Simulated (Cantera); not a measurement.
# B + H2O + N2 (boron, boron nitride and boron oxide)

Input: 1 mol B, 0.066 mol H2O, 0.11 mol N2, equilibrated at 1475 K and 9.50 mbar.

Cantera equilibrium calculation (NASA polynomials, part measured and part estimated; ideal gas, pure solids and liquids). Candidate condensed phases: B, BN, B2O3, B3O3H3, H2O; 39 gas species. N2 is the only nitrogen source here; it is nearly inert below about 1500 K, so the nitride shown seldom forms there in practice. Mutual solubility and eutectic melting of coexisting phases are not modelled. Rates play no part.

```json
{
  "x(H2)": "0.964",
  "x(HBO)": "0.0273",
  "x(B2O2)": "0.00619",
  "x(B2O3)": "0.00136",
  "x(HBO2)": "0.000648",
  "x(B3O3H3)": "0.000638",
  "x(H)": "0.000131",
  "x(BO)": "0.000100",
  "x(H2O)": "1.06e-5",
  "n(B(s))": "0.735 mol",
  "n(BN(s))": "0.220 mol",
  "n(B2O3(l))": "0.0209 mol",
  "gas_amount": "0.06744 mol",
  "log10 activity of B3O3H3(s) (absent)": "-9.17"
}
```
